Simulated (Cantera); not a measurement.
Input (Python, Cantera) and output of one run.

```python
import numpy as np
import cantera as ct

gas_names = """
    AL ALH ALI ALI3 ALO ALOH ALO2 ALO2H AL2 AL2I6 AL2O AL2O2 H HALO HI HO2 H2 H2O H2O2 I I2 O OH O2 O3
""".split()
cond_names = """
    AL(cr) AL(L) ALI3(s) ALI3(L) AL2O3(a) AL2O3(L) H2O(s) H2O(L) I2(cr) I2(L)
""".split()


def load(file, names, dense=False):
    # The tables refer to 1 bar. Condensed volumes are neglected.
    table = {s.name: s for s in ct.Species.list_from_file(file)}
    out = []
    for n in names:
        d = dict(table[n].input_data)
        d["thermo"] = dict(d["thermo"], **{"reference-pressure": 1e5})
        if dense:
            d["equation-of-state"] = {"model": "constant-volume", "density": "1e6 g/cm^3"}
        out.append(ct.Species.from_dict(d))
    return out


gas = ct.Solution(thermo="ideal-gas", species=load("nasa_gas.yaml", gas_names))
cond = {s.name: ct.Solution(thermo="fixed-stoichiometry", species=[s], name=s.name)
        for s in load("nasa_condensed.yaml", cond_names, dense=True)}
atoms = {
    'AlI3': {'AL': 1, 'I': 3},
    'O2': {'O': 2},
    'H2': {'H': 2},
}
top_T = {}  # K; cautious upper limits of use, not melting points


def equilibrate(T, P, feed):
    n = {}
    for name, mol in feed.items():
        for a, k in atoms[name].items():
            n[a] = n.get(a, 0.0) + k * mol
    gas.TPX = T, P, n
    mass = sum(n.values()) * gas.mean_molecular_weight
    gas.equilibrate("TP")
    valid = [c for c in cond.values() if c.min_temp <= T <= top_T.get(c.name, c.max_temp)]
    mix = ct.Mixture([(gas, mass / gas.mean_molecular_weight)] + [(c, 0.0) for c in valid])
    mix.T, mix.P = T, P
    mix.equilibrate("TP", solver="vcs", rtol=1e-11, max_steps=5000)
    return mix


results = []
T = 2100  # K
P = 43000  # Pa
for m in [0.46, 0.99, 1.5, 2.1, 2.6, 3.1, 3.7, 4.2, 4.8, 5.3, 5.8, 6.4, 6.9]:
    feed = {'AlI3': 1, 'O2': m, 'H2': 3.3}  # mol
    mix = equilibrate(T, P, feed)
    results.append((T, P, feed, dict(zip(mix.species_names, mix.species_moles))))

top = {s: max(r[3][s] / sum(r[3][g] for g in gas_names) for r in results) for s in gas_names}
cols = sorted((s for s in top if top[s] > 0.0001), key=lambda s: -top[s])[:9]
seen = [c for c in cond_names if any(r[3].get(c, 0) > 1e-12 for r in results)]
print("log10 of partial pressures in bar; condensed amounts in mol")
print(f"{'n(O2)':>10s}" + "".join(f"{s[:9]:>10s}" for s in cols + seen))
for T, P, feed, n in results:
    ng = sum(n[g] for g in gas_names)
    print(f"{feed['O2']:10.4g}" + "".join(f"{np.log10(max(n[s] / ng * P / 1e5, 1e-99)):10.3f}" for s in cols)
          + "".join(f"{n.get(c, 0):10.4g}" for c in seen))
```

Result:

```
log10 of partial pressures in bar; condensed amounts in mol
     n(O2)        H2       H2O         I        O2        HI       ALI        OH         H        I2  AL2O3(a)
      0.46    -0.664    -3.928    -0.821   -12.982    -1.481    -1.565    -7.027    -2.839    -3.375     0.306
      0.99    -0.740    -1.467    -0.753    -7.909    -1.450    -5.302    -4.528    -2.876    -3.239       0.5
       1.5    -0.950    -0.976    -0.741    -6.506    -1.543    -6.342    -3.932    -2.981    -3.214       0.5
       2.1    -1.475    -0.727    -0.719    -4.958    -1.784    -7.482    -3.420    -3.244    -3.171       0.5
       2.6    -2.967    -0.668    -0.712    -1.858    -2.523    -9.799    -2.616    -3.990    -3.156       0.5
       3.1    -3.243    -0.700    -0.742    -1.368    -2.691   -10.197    -2.509    -4.128    -3.217       0.5
       3.7    -3.395    -0.736    -0.777    -1.136    -2.802   -10.406    -2.469    -4.204    -3.287       0.5
       4.2    -3.480    -0.764    -0.805    -1.023    -2.872   -10.518    -2.455    -4.246    -3.342       0.5
       4.8    -3.558    -0.795    -0.835    -0.929    -2.942   -10.619    -2.447    -4.285    -3.403       0.5
       5.3    -3.611    -0.820    -0.859    -0.871    -2.992   -10.687    -2.445    -4.312    -3.451       0.5
       5.8    -3.658    -0.843    -0.882    -0.825    -3.038   -10.744    -2.445    -4.335    -3.497       0.5
       6.4    -3.706    -0.869    -0.908    -0.780    -3.088   -10.803    -2.447    -4.360    -3.548       0.5
       6.9    -3.742    -0.890    -0.928    -0.750    -3.127   -10.847    -2.450    -4.378    -3.589       0.5
```

Equilibrium computed with Cantera from the NASA thermochemical tables; the gas is ideal and each condensed phase is pure. The tables' values for AlOH are old estimates; treat these amounts as uncertain. Gases not in the tables: Al(OH)3.
